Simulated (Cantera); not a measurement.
# NO annealing gas

An isothermal, constant-pressure homogeneous reactor starts with NO : N2 = 1 : 1.3 (molar parts), at 1550 K and 1.18 atm.

Model: GRI-Mech 3.0 (53 species, 325 reactions), integrated in Cantera.

```json
[
 {"t (s)": "2.00e-6", "x NO": "0.435", "x O": "6.88e-9", "x N2O": "7.78e-9", "x NO2": "9.09e-10", "x O2": "<1e-12"},
 {"t (s)": "1.18e-5", "x NO": "0.435", "x O": "2.39e-8", "x N2O": "4.60e-8", "x NO2": "2.22e-8", "x O2": "8.50e-12"},
 {"t (s)": "7.00e-5", "x NO": "0.435", "x O": "3.11e-8", "x N2O": "2.72e-7", "x NO2": "2.42e-7", "x O2": "1.02e-10"},
 {"t (s)": "0.000414", "x NO": "0.435", "x O": "3.37e-8", "x N2O": "1.59e-6", "x NO2": "1.60e-6", "x O2": "1.05e-9"},
 {"t (s)": "0.00245", "x NO": "0.435", "x O": "4.97e-8", "x N2O": "8.89e-6", "x NO2": "1.01e-5", "x O2": "2.55e-8"},
 {"t (s)": "0.0145", "x NO": "0.435", "x O": "1.50e-7", "x N2O": "3.82e-5", "x NO2": "7.02e-5", "x O2": "2.18e-6"},
 {"t (s)": "0.0857", "x NO": "0.434", "x O": "4.00e-7", "x N2O": "6.65e-5", "x NO2": "0.000245", "x O2": "0.000178"},
 {"t (s)": "0.507", "x NO": "0.431", "x O": "5.01e-7", "x N2O": "6.59e-5", "x NO2": "0.000311", "x O2": "0.00177"},
 {"t (s)": "3.00", "x NO": "0.412", "x O": "8.51e-7", "x N2O": "6.02e-5", "x NO2": "0.000519", "x O2": "0.0108"}
]
```
x: mole fraction; the columns are a selection and need not sum to one.

Equilibrium at this temperature and pressure: NO 0.00158, O 3.35e-6, N2O 1.04e-7, NO2 8.08e-6, O2 0.217 (gas phase only).
